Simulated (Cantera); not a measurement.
Feed: 1 mol Ti(OiPr)4, 5.8 mol H2O, at 21.0 mbar.

Cantera equilibrium calculation (NASA polynomials, part measured and part estimated; ideal gas, pure solids and liquids). Candidate condensed phases: C, C6H6, C7H8, C8H18, H2O, Ti, TiC, TiO, TiO2, Ti2O3, Ti3O5, Ti4O7; 113 gas species. The feed counts by its element totals alone. TiC: taken at fixed stoichiometry. Kinetics and transport are ignored.

Q: At 2025 K, list the 4 most abundant gas species with their mole fractions, and the condensed phases.

A: H2 0.659, CO 0.329, H 0.0108, C2H2 (acetylene) 0.000597. Condensed: C(graphite) + TiC(s).
